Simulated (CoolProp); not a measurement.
Aqueous ammonia as a coolant, at 10 °C, 1 atm.

Values from CoolProp's Melinder's fits for secondary coolants.

```json
[
 {"mass %": "5.9", "freezing point (°C)": "-7.3", "conductivity (W/(m K))": "0.539", "density (kg/m³)": "975.6", "cp (kJ/(kg K))": "4.198", "viscosity (mPa s)": "[?]"},
 {"mass %": "8.5", "freezing point (°C)": "-11.1", "conductivity (W/(m K))": "0.522", "density (kg/m³)": "965.8", "cp (kJ/(kg K))": "4.202", "viscosity (mPa s)": "1.46"},
 {"mass %": "11.1", "freezing point (°C)": "-15.5", "conductivity (W/(m K))": "0.507", "density (kg/m³)": "956.5", "cp (kJ/(kg K))": "4.205", "viscosity (mPa s)": "1.50"},
 {"mass %": "13.7", "freezing point (°C)": "-20.5", "conductivity (W/(m K))": "0.492", "density (kg/m³)": "947.6", "cp (kJ/(kg K))": "4.209", "viscosity (mPa s)": "1.56"},
 {"mass %": "16.4", "freezing point (°C)": "-26.5", "conductivity (W/(m K))": "[?]", "density (kg/m³)": "938.8", "cp (kJ/(kg K))": "4.213", "viscosity (mPa s)": "1.62"},
 {"mass %": "19", "freezing point (°C)": "-33.5", "conductivity (W/(m K))": "0.466", "density (kg/m³)": "930.6", "cp (kJ/(kg K))": "4.218", "viscosity (mPa s)": "1.66"},
 {"mass %": "21.6", "freezing point (°C)": "[?]", "conductivity (W/(m K))": "0.455", "density (kg/m³)": "922.6", "cp (kJ/(kg K))": "4.223", "viscosity (mPa s)": "1.68"},
 {"mass %": "24.2", "freezing point (°C)": "-51.9", "conductivity (W/(m K))": "0.447", "density (kg/m³)": "914.8", "cp (kJ/(kg K))": "4.230", "viscosity (mPa s)": "1.67"},
 {"mass %": "26.8", "freezing point (°C)": "-64.4", "conductivity (W/(m K))": "[?]", "density (kg/m³)": "907.2", "cp (kJ/(kg K))": "4.237", "viscosity (mPa s)": "[?]"}
]
```

Q: Fill in the missing entries.

A: 
- 5.9, viscosity (mPa s): 1.43
- 16.4, conductivity (W/(m K)): 0.478
- 21.6, freezing point (°C): -41.8
- 26.8, conductivity (W/(m K)): 0.439
- 26.8, viscosity (mPa s): 1.65
